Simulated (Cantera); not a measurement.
A closed system holds: 1 mol Pb, 0.76 mol CO, 38 mol H₂, held at 500 °C and 10.0 mbar.

These are equilibrium values from Cantera (NASA tables, ideal gas, pure condensed phases), not measurements of a reactor. The numbers say what is thermodynamically allowed, not how fast it happens.

```
species       before    after
----------  --------  -------
H₂             0.971    0.948
CO           0.00977   0.0227
CH₄          0.00974   0.0148
H₂O          0.00926   0.0132
CO₂         0.000478  0.00162
Pb(l), mol     1.000    1.000
```
Gas species are given as mole fractions.

Task: Which change was made?
A. temperature from 500 °C to 875 °C
B. temperature from 500 °C to 1275 °C
C. CO from 0.76 to 1.5 mol
D. CO from 0.76 to 0.1 mol

Result: C, CO from 0.76 to 1.5 mol
